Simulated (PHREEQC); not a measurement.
Consider water at 25 °C with 41 mmol/kgw CdCl2, 42 mmol/kgw ZnCl2, 2.3 mmol/kgw NaF and 13 mmol/kgw Na2SO4. Closed to the air; pH follows from the charge balance.

All values are PHREEQC results (ion-association model, phreeqc.dat), not measurements.

Each row changes one thing in this solution. Precipitation was switched off in this run.

```
case                                               pH  ionic strength (mol/kgw)  Cl- (mol/kgw)  SO4-2 (mol/kgw)  F- (mol/kgw)  NaSO4- (mol/kgw)  SI of Halite (NaCl)
-----------------------------------------------  ----  ------------------------  -------------  ---------------  ------------  ----------------  -------------------
as made                                          5.42                     0.186          0.122          0.00644       0.00195          0.000272                -4.30
diluted 10-fold with water                       5.76                    0.0236         0.0147         0.000871      0.000219           6.89e-6           (withheld)
CdCl2 from 0.041 to 0.082 mol/kgw                5.37                     0.225          0.155          0.00648       0.00195          0.000256                -4.21
CdCl2 left out                                   5.49                     0.137         0.0813          0.00652       0.00197          0.000305                -4.46
CdCl2 replaced by Cd(NO3)2 at the same molality  5.49                     0.207     (withheld)          0.00600       0.00191          0.000244                -4.65
diluted 5-fold with water                        5.65                (withheld)         0.0281          0.00158      0.000428           2.13e-5                -5.54
ZnCl2 left out                                   5.86                    0.0932         0.0537          0.00807       0.00216          0.000428                -4.61
CdCl2 replaced by HCl at the same molality       1.56                     0.174          0.121          0.00443       7.82e-5          0.000192                -4.30
```

Task: Fill in the missing entries.

Result: 
- diluted 10-fold with water, SI of Halite (NaCl): -6.08
- CdCl2 replaced by Cd(NO3)2 at the same molality, Cl- (mol/kgw): 0.0555
- diluted 5-fold with water, ionic strength (mol/kgw): 0.0441
